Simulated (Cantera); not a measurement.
Cantera run:

```python
import numpy as np
import cantera as ct

gas_names = """
    Fe FeO Fe(OH)2 H HO2 H2 H2O H2O2 H2S H2SO4 O OH O2 O3 S SH SO SO2 SO3 S2 S2O S8
""".split()
cond_names = """
    Fe(a) Fe(c) Fe(d) Fe(L) FeO(s) FeO(L) Fe(OH)2(s) Fe(OH)3(s) FeS(a) FeS(b) FeS(c) FeS(L) FeSO4(s)
    FeS2(s) Fe2O3(s) Fe2S3O12(s) Fe3O4(s) H2O(s) H2O(L) H2SO4(L) S(cr1) S(cr2) S(L)
""".split()


# ... load() reads the species with a 1 bar reference pressure and builds the phases ...
atoms = {
    'FeS2': {'Fe': 1, 'S': 2},
    'H2': {'H': 2},
    'H2O': {'H': 2, 'O': 1},
}
top_T = {'FeSO4(s)': 950, 'FeS2(s)': 1010, 'Fe2O3(s)': 1830, 'Fe2S3O12(s)': 1100, 'Fe3O4(s)': 1870}  # K; cautious upper limits of use, not melting points


# ... equilibrate(T, P, feed) seeds the gas with the atoms and calls Mixture.equilibrate('TP', solver="vcs", rtol=1e-11, max_steps=5000) ...
results = []
feed = {'FeS2': 1, 'H2': 180, 'H2O': 0.39}  # mol
T = 725  # K
P = 1000  # Pa
mix = equilibrate(T, P, feed)
results.append((T, P, feed, dict(zip(mix.species_names, mix.species_moles))))
x = sorted(zip(gas.X, gas.species_names), reverse=True)
print(f"T = {T:g} K  P = {P:g} Pa  gas = {mix.phase_moles(0):.4g} mol")
print("   x: " + "  ".join(f"{s} {v:.3e}" for v, s in x if v > 0.0001))
print("   condensed (mol): " + ("  ".join(f"{mix.phase(i).name} {mix.phase_moles(i):.4g}"
      for i in range(1, mix.n_phases) if mix.phase_moles(i) > 1e-12) or "none"))
```

It prints:

```
T = 725 K  P = 1000 Pa  gas = 180.4 mol
   x: H2 9.923e-01  H2S 5.544e-03  H2O 2.162e-03
   condensed (mol): FeS(c) 1
```

Cantera equilibrium calculation (NASA polynomials, part measured and part estimated; ideal gas, pure solids and liquids). FeS: taken at fixed stoichiometry.
